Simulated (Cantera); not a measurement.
A Cantera script and what it prints.

```python
import numpy as np
import cantera as ct

gas_names = """
    CL CL2 H HCL H2 Si SiCL SiCL2 SiCL3 SiCL4 SiH SiHCL3 SiH2 SiH2CL2 SiH3 SiH3CL SiH4 Si2 Si3
""".split()
cond_names = """
    Si(cr) Si(L)
""".split()


# ... load() reads the species with a 1 bar reference pressure and builds the phases ...
atoms = {
    'Si': {'Si': 1},
    'Cl2': {'CL': 2},
    'H2': {'H': 2},
}
top_T = {}  # K; cautious upper limits of use, not melting points


# ... equilibrate(T, P, feed) seeds the gas with the atoms and calls Mixture.equilibrate('TP', solver="vcs", rtol=1e-11, max_steps=5000) ...
results = []
feed = {'Si': 1, 'Cl2': 3.3, 'H2': 15}  # mol
P = 133.322  # Pa
for T in [500, 700, 900, 1100, 1300, 1500, 1700]:
    mix = equilibrate(T, P, feed)
    results.append((T, P, feed, dict(zip(mix.species_names, mix.species_moles))))
    x = sorted(zip(gas.X, gas.species_names), reverse=True)
    print(f"T = {T:g} K  P = {P:g} Pa  gas = {mix.phase_moles(0):.4g} mol")
    print("   x: " + "  ".join(f"{s} {v:.3e}" for v, s in x if v > 1e-06))
    print("   condensed (mol): " + ("  ".join(f"{mix.phase(i).name} {mix.phase_moles(i):.4g}"
          for i in range(1, mix.n_phases) if mix.phase_moles(i) > 1e-12) or "none"))
```

Result:

```
T = 500 K  P = 133.322 Pa  gas = 17.3 mol
   x: H2 7.919e-01  HCL 1.503e-01  SiCL4 5.780e-02
   condensed (mol): none
T = 700 K  P = 133.322 Pa  gas = 17.3 mol
   x: H2 7.918e-01  HCL 1.504e-01  SiCL4 5.774e-02  SiHCL3 6.216e-05
   condensed (mol): none
T = 900 K  P = 133.322 Pa  gas = 17.3 mol
   x: H2 7.909e-01  HCL 1.513e-01  SiCL4 5.684e-02  SiHCL3 8.442e-04  SiCL3 1.081e-04  SiCL2 9.806e-06  SiH2CL2 1.189e-06
   condensed (mol): none
T = 1100 K  P = 133.322 Pa  gas = 17.48 mol
   x: H2 7.709e-01  HCL 1.719e-01  SiCL4 4.185e-02  SiCL2 7.746e-03  SiCL3 4.826e-03  SiHCL3 2.768e-03  SiH2CL2 2.195e-05
   condensed (mol): none
T = 1300 K  P = 133.322 Pa  gas = 18.18 mol
   x: H2 7.049e-01  HCL 2.400e-01  SiCL2 4.561e-02  SiCL3 5.282e-03  SiCL4 3.630e-03  SiHCL3 4.858e-04  H 2.544e-05  SiH2CL2 9.171e-06  CL 7.306e-06
   condensed (mol): none
T = 1500 K  P = 133.322 Pa  gas = 18.29 mol
   x: H2 6.951e-01  HCL 2.497e-01  SiCL2 5.306e-02  SiCL3 1.445e-03  H 4.019e-04  SiCL4 1.250e-04  CL 1.164e-04  SiHCL3 3.604e-05  SiCL 1.160e-05  SiH2CL2 1.653e-06  Si 1.454e-06
   condensed (mol): none
T = 1700 K  P = 133.322 Pa  gas = 18.34 mol
   x: H2 6.914e-01  HCL 2.497e-01  SiCL2 5.380e-02  H 3.356e-03  CL 9.423e-04  SiCL3 4.750e-04  SiCL 1.507e-04  Si 8.474e-05  SiCL4 8.254e-06  SiHCL3 4.422e-06  SiH 3.981e-06  SiH2 1.634e-06
   condensed (mol): none
```

Cantera equilibrium calculation (NASA polynomials, part measured and part estimated; ideal gas, pure solids and liquids). The tables' values for SiCl3, SiCl are old estimates; treat these amounts as uncertain.
